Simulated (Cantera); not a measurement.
Charge: 1 mol BCl₃, a varied amount of H₂, at 1573 K and 97.5 Torr.

These are equilibrium values from Cantera (NASA tables, ideal gas, pure condensed phases), not measurements of a reactor. Candidate condensed phases: B; 13 gas species. Gases not in the tables: BHCl₂. Rates play no part.

What share of the B ends up in condensed phases as a function of n(H₂) (mol), at 1.5, 3.7, 5.9, 8, 10, 12, 15, 17, 19?


```json
[
 {"n(H₂) (mol)": "1.5", "B condensed (%)": "35.2", "as": "B(s)"},
 {"n(H₂) (mol)": "3.7", "B condensed (%)": "57.9", "as": "B(s)"},
 {"n(H₂) (mol)": "5.9", "B condensed (%)": "71.0", "as": "B(s)"},
 {"n(H₂) (mol)": "8", "B condensed (%)": "78.9", "as": "B(s)"},
 {"n(H₂) (mol)": "10", "B condensed (%)": "84.0", "as": "B(s)"},
 {"n(H₂) (mol)": "12", "B condensed (%)": "87.5", "as": "B(s)"},
 {"n(H₂) (mol)": "15", "B condensed (%)": "91.0", "as": "B(s)"},
 {"n(H₂) (mol)": "17", "B condensed (%)": "92.5", "as": "B(s)"},
 {"n(H₂) (mol)": "19", "B condensed (%)": "93.7", "as": "B(s)"}
]
```
